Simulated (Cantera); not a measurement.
A closed system holds: 1 mol Fe(CO)5, 0.17 mol H2, 0.19 mol N2, at 1548.15 K and 1 atm.

Method: chemical equilibrium by Gibbs-energy minimisation in Cantera with the NASA 1993 tables (ideal gas, pure condensed phases). Candidate condensed phases: C, C6H6, C7H8, C8H18, Fe, Fe(CO)5, FeO, Fe(OH)2, Fe(OH)3, Fe2O3, Fe3O4, H2O; 140 gas species. Iron dissolves carbon and melts from about 1420 K in contact with it, which pure phases cannot show. Condensed phases not in the tables: cementite and carbon dissolved in iron. Kinetics and transport are ignored.

Base state: CO 0.932, N2 0.0354, H2 0.0317, CO2 0.000388, HCN 4.92e-5, H2O 3.67e-5 (mole fractions); condensed: C(graphite) + Fe(γ).

Question: What changes in the equilibrium state with this change: Fe(CO)5 replaced by HgO?

Answer: 
```
species             before     after
----------------  --------  --------
Hg                       0     0.563
O2                   <1e-9     0.233
N2                  0.0354     0.107
CO                   0.932         0
H2                  0.0317   6.95e-7
H2O                3.67e-5    0.0957
NO                   <1e-9  0.000597
CO2               0.000388         0
OH                   <1e-9  0.000118
HCN                4.92e-5         0
C(graphite), mol   0.00199         0
Fe(γ), mol           1.000         0
```
Further candidate phases: Hg, HgO.
